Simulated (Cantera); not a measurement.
Cantera run:

```python
import numpy as np
import cantera as ct

gas_names = """
    F FO FO2 F2 F2O H HF HOF HO2 H2 H2F2 H2O H2O2 H3F3 H4F4 H5F5 H6F6 H7F7 O OH O2 O3 Si SiF SiF2 SiF3
    SiF4 SiH SiHF3 SiH2 SiH2F2 SiH3 SiH3F SiH4 SiO SiO2 Si2 Si3
""".split()
cond_names = """
    H2O(s) H2O(L) Si(cr) Si(L) SiO2(Lqz) SiO2(hqz) SiO2(L)
""".split()


# ... load() reads the species with a 1 bar reference pressure and builds the phases ...
atoms = {
    'SiF4': {'Si': 1, 'F': 4},
    'H2O': {'H': 2, 'O': 1},
}
top_T = {}  # K; cautious upper limits of use, not melting points


# ... equilibrate(T, P, feed) seeds the gas with the atoms and calls Mixture.equilibrate('TP', solver="vcs", rtol=1e-11, max_steps=5000) ...
results = []
feed = {'SiF4': 1, 'H2O': 0.66}  # mol
T = 1073.15  # K
P = 100000  # Pa
mix = equilibrate(T, P, feed)
results.append((T, P, feed, dict(zip(mix.species_names, mix.species_moles))))
print(gas.report(threshold=1e-05))
for i in range(1, mix.n_phases):
    print(f"{mix.phase(i).name:16s} {mix.phase_moles(i):12.5e} mol")
```

Output:

```
       temperature   1073.2 K
          pressure   1e+05 Pa
           density   0.66612 kg/m^3
  mean mol. weight   59.436 kg/kmol
   phase of matter   gas

                          1 kg             1 kmol
                     ---------------   ---------------
          enthalpy       -1.4376e+07       -8.5447e+08  J
   internal energy       -1.4527e+07        -8.634e+08  J
           entropy            5286.5        3.1421e+05  J/K
    Gibbs function        -2.005e+07       -1.1917e+09  J
 heat capacity c_p            1130.9             67214  J/K
 heat capacity c_v            990.97             58899  J/K

                      mass frac. Y      mole frac. X     chem. pot. / RT
                     ---------------   ---------------   ---------------
                HF           0.10802            0.3209           -54.548
               H2O          0.062209           0.20524           -53.775
              SiF4           0.82977           0.47386           -221.61
     [  +35 minor]        2.2595e-06        3.7208e-06

Si(cr)            0.00000e+00 mol
SiO2(hqz)         1.44792e-01 mol
```

Equilibrium computed with Cantera from the NASA thermochemical tables; the gas is ideal and each condensed phase is pure.
